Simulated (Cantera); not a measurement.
# NO annealing gas

An isothermal, constant-pressure homogeneous reactor starts with NO : N₂ = 1 : 1.4 (molar parts), at 1898 K and 1200 Pa.

Detailed kinetics in Cantera: GRI-Mech 3.0 (53 species, 325 reactions). Radical loss at walls, strong at low pressure, is not modelled.

```tsv
t (s)	x NO	x N₂O	x O	x N₂	x NO₂
5.00e-6	0.417	5.54e-9	5.54e-9	0.583	<1e-12
2.55e-5	0.417	2.83e-8	2.83e-8	0.583	2.22e-12
0.000130	0.417	1.44e-7	1.45e-7	0.583	5.76e-11
0.000665	0.417	7.34e-7	7.39e-7	0.583	1.49e-9
0.00339	0.417	3.67e-6	3.82e-6	0.583	3.60e-8
0.0173	0.417	1.70e-5	2.07e-5	0.583	6.94e-7
0.0884	0.416	5.34e-5	0.000120	0.583	5.78e-6
0.451	0.415	6.25e-5	0.000288	0.584	1.09e-5
2.30	0.406	5.76e-5	0.000347	0.589	1.55e-5
11.8	0.355	3.92e-5	0.000555	0.614	2.91e-5
60.0	0.138	4.75e-6	0.00102	0.722	2.50e-5
```
x: mole fraction; the columns are a selection and need not sum to one.

Equilibrium at this temperature and pressure: NO 0.00565, N₂O 3.52e-8, O 0.00122, N₂ 0.788, NO₂ 1.26e-6 (gas phase only).
